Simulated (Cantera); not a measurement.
Input: 1 mol Si, 0.95 mol H2, held at 1648 K and 1 atm.

Method: chemical equilibrium by Gibbs-energy minimisation in Cantera with the NASA 1993 tables (ideal gas, pure condensed phases). Candidate condensed phases: Si; 9 gas species. The numbers say what is thermodynamically allowed, not how fast it happens.

Base state: H2 1.000, H 8.85e-5 (mole fractions); condensed: Si(s).

**Question.** What changes in the equilibrium state with this change: 0.0036 mol Cl2 added?

**Answer.** 
```csv
species,before,after
H2,1.000,0.993
HCl,0,0.00717
SiCl2,0,0.000184
H,8.85e-5,8.81e-5
"Si(s), mol",1.000,1.000
```
